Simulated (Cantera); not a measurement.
A closed system holds: 1 mol Si, 0.013 mol N2O, 8.8 mol H2, equilibrated at 0.680 bar.

Method: chemical equilibrium by Gibbs-energy minimisation in Cantera with the NASA 1993 tables (ideal gas, pure condensed phases). Candidate condensed phases: H2O, Si, SiO2, Si2N2O, Si3N4; 35 gas species. Mutual solubility and eutectic melting of coexisting phases are not modelled. Rates play no part. All values below are at 777 °C.

Base state: H2 1.00 (mole fractions); condensed: Si(s) + Si2N2O(s).

### Question
What changes in the equilibrium state with this change: Si replaced by SiC?

### Answer
```
species         before    after
--------------  ------  -------
H2                1.00    0.997
CH4                  0  0.00296
Si(s), mol       0.974        0
Si2N2O(s), mol  0.0130   0.0130
SiC(s), mol          0    0.974
```
Further candidate phases: C, C6H6, C7H8, C8H18, SiC.
